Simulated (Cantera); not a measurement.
**Si + HCl + H2 (chlorosilane synthesis and conversion)**

Input: 1 mol Si, 2.5 mol HCl, 8.7 mol H2, at 310000 Pa.

Equilibrium computed with Cantera from the NASA thermochemical tables; the gas is ideal and each condensed phase is pure. Candidate condensed phases: Si; 19 gas species. The tables' values for SiCl3, SiCl are old estimates; treat these amounts as uncertain. Gases not in the tables: Si2H6 and higher silanes. Kinetics and transport are ignored.

```csv
T (°C),x H2,x HCl,x SiCl2,x SiHCl3,x SiCl4,x SiCl3,x SiH2Cl2,x H,n Si(s),n Si(l)
300,0.930,1.08e-5,4.73e-11,0.0373,0.0307,2.53e-8,0.00208,<1e-12,0.266,0
400,0.930,0.000103,7.20e-9,0.0360,0.0314,6.96e-7,0.00254,<1e-12,0.268,0
500,0.930,0.000540,2.94e-7,0.0347,0.0320,8.06e-6,0.00289,<1e-12,0.270,0
600,0.929,0.00192,5.05e-6,0.0335,0.0324,5.27e-5,0.00316,2.56e-11,0.275,0
700,0.927,0.00523,4.74e-5,0.0322,0.0323,0.000231,0.00335,5.91e-10,0.285,0
800,0.922,0.0116,0.000286,0.0304,0.0313,0.000749,0.00344,7.64e-9,0.303,0
900,0.914,0.0222,0.00123,0.0278,0.0290,0.00190,0.00341,6.40e-8,0.330,0
1000,0.902,0.0373,0.00399,0.0241,0.0249,0.00390,0.00322,3.85e-7,0.361,0
1100,0.887,0.0557,0.0101,0.0190,0.0188,0.00640,0.00282,1.78e-6,0.386,0
1200,0.870,0.0743,0.0199,0.0130,0.0119,0.00831,0.00225,6.70e-6,0.397,0
1300,0.856,0.0890,0.0314,0.00766,0.00602,0.00847,0.00161,2.14e-5,0.393,0
1400,0.846,0.0981,0.0410,0.00397,0.00256,0.00710,0.00106,5.95e-5,0.382,0
1500,0.838,0.108,0.0447,0.00193,0.00106,0.00528,0.000631,0.000148,0,0.402
```
x: gas mole fraction; n: condensed amount in mol.

From 300 °C to 1400 °C the condensed part is Si(s). At 1500 °C the condensed part is Si(l). The main Si-bearing gas is SiHCl3 at 300 °C and SiCl2 at 1500 °C. The share of Si in condensed phases is highest at 1500 °C (40.2 %) and lowest at 300 °C (26.6 %).
